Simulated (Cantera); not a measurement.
What does this Cantera script print?

```python
import numpy as np
import cantera as ct

gas_names = """
    AL ALH ALN ALO ALOH ALO2 ALO2H AL2 AL2O AL2O2 H HALO HNO HNO2 HNO3 HO2 H2 H2O H2O2 N NH NH2 NH3
    NH2OH NO NO2 NO3 N2 N2H2 N2H4 N2O O OH O2 O3
""".split()
cond_names = """
    AL(cr) AL(L) ALN(s) AL2O3(a) AL2O3(L) H2O(s) H2O(L)
""".split()


# ... load() reads the species with a 1 bar reference pressure and builds the phases ...
atoms = {
    'AlN': {'AL': 1, 'N': 1},
    'H2O': {'H': 2, 'O': 1},
    'N2': {'N': 2},
}
top_T = {'ALN(s)': 2750}  # K; cautious upper limits of use, not melting points


# ... equilibrate(T, P, feed) seeds the gas with the atoms and calls Mixture.equilibrate('TP', solver="vcs", rtol=1e-11, max_steps=5000) ...
results = []
T = 1048.15  # K
P = 55  # Pa
for m in [1.1, 2.3, 3.4, 4.6, 5.8, 6.9, 8.1, 9.2, 10, 12, 13]:
    feed = {'AlN': 1, 'H2O': m, 'N2': 36}  # mol
    mix = equilibrate(T, P, feed)
    results.append((T, P, feed, dict(zip(mix.species_names, mix.species_moles))))

top = {s: max(r[3][s] / sum(r[3][g] for g in gas_names) for r in results) for s in gas_names}
cols = sorted((s for s in top if top[s] > 1e-05), key=lambda s: -top[s])[:9]
seen = [c for c in cond_names if any(r[3].get(c, 0) > 1e-12 for r in results)]
print("log10 of partial pressures in bar; condensed amounts in mol")
print(f"{'n(H2O)':>10s}" + "".join(f"{s[:9]:>10s}" for s in cols + seen))
for T, P, feed, n in results:
    ng = sum(n[g] for g in gas_names)
    print(f"{feed['H2O']:10.4g}" + "".join(f"{np.log10(max(n[s] / ng * P / 1e5, 1e-99)):10.3f}" for s in cols)
          + "".join(f"{n.get(c, 0):10.4g}" for c in seen))
```

Output:

```
log10 of partial pressures in bar; condensed amounts in mol
    n(H2O)        N2       H2O        H2    ALN(s)  AL2O3(a)
       1.1    -3.273   -11.918    -4.792    0.2667    0.3667
       2.3    -3.286    -4.945    -4.672         0       0.5
       3.4    -3.298    -4.582    -4.685         0       0.5
       4.6    -3.311    -4.382    -4.697         0       0.5
       5.8    -3.324    -4.253    -4.710         0       0.5
       6.9    -3.335    -4.165    -4.721         0       0.5
       8.1    -3.347    -4.089    -4.733         0       0.5
       9.2    -3.357    -4.033    -4.743         0       0.5
        10    -3.365    -3.998    -4.751         0       0.5
        12    -3.383    -3.924    -4.769         0       0.5
        13    -3.392    -3.894    -4.778         0       0.5
```

Method: chemical equilibrium by Gibbs-energy minimisation in Cantera with the NASA 1993 tables (ideal gas, pure condensed phases). Mutual solubility and eutectic melting of coexisting phases are not modelled.
